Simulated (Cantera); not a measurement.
Cantera run:

```python
import numpy as np
import cantera as ct

gas_names = [...]  # 110 gases of nasa_gas.yaml made of C, H, O
cond_names = """
    C(gr) C6H6(L) C7H8(L) C8H18(L),n-octa H2O(s) H2O(L)
""".split()


# ... load() reads the species with a 1 bar reference pressure and builds the phases ...
atoms = {
    'C3H6': {'C': 3, 'H': 6},
    'H2O': {'H': 2, 'O': 1},
}
top_T = {'C(gr)': 4500}  # K; cautious upper limits of use, not melting points


# ... equilibrate(T, P, feed) seeds the gas with the atoms and calls Mixture.equilibrate('TP', solver="vcs", rtol=1e-11, max_steps=5000) ...
results = []
feed = {'C3H6': 1, 'H2O': 2}  # mol
P = 100000  # Pa
for T in [1025, 1175, 1325, 1475, 1625, 1775, 1925, 2075]:
    mix = equilibrate(T, P, feed)
    results.append((T, P, feed, dict(zip(mix.species_names, mix.species_moles))))

top = {s: max(r[3][s] / sum(r[3][g] for g in gas_names) for r in results) for s in gas_names}
cols = sorted((s for s in top if top[s] > 1e-06), key=lambda s: -top[s])[:6]
seen = [c for c in cond_names if any(r[3].get(c, 0) > 1e-12 for r in results)]
print("log10 of partial pressures in bar; condensed amounts in mol")
print(f"{'T/K':>10s}" + "".join(f"{s[:9]:>10s}" for s in cols + seen))
for T, P, feed, n in results:
    ng = sum(n[g] for g in gas_names)
    print(f"{T:10.4g}" + "".join(f"{np.log10(max(n[s] / ng * P / 1e5, 1e-99)):10.3f}" for s in cols)
          + "".join(f"{n.get(c, 0):10.4g}" for c in seen))
```

Result:

```
log10 of partial pressures in bar; condensed amounts in mol
       T/K        H2        CO       H2O       CH4       CO2         H     C(gr)
      1025    -0.172    -0.632    -1.380    -1.478    -1.727    -8.447     1.173
      1175    -0.154    -0.553    -2.167    -2.025    -2.673    -6.988    0.9966
      1325    -0.149    -0.545    -2.837    -2.471    -3.503    -5.861    0.9888
      1475    -0.147    -0.544    -3.377    -2.831    -4.169    -4.961     0.993
      1625    -0.147    -0.544    -3.817    -3.126    -4.707    -4.225    0.9956
      1775    -0.147    -0.544    -4.181    -3.371    -5.149    -3.612    0.9961
      1925    -0.147    -0.544    -4.487    -3.576    -5.518    -3.093    0.9937
      2075    -0.148    -0.544    -4.748    -3.751    -5.831    -2.649    0.9864
```

These are equilibrium values from Cantera (NASA tables, ideal gas, pure condensed phases), not measurements of a reactor.
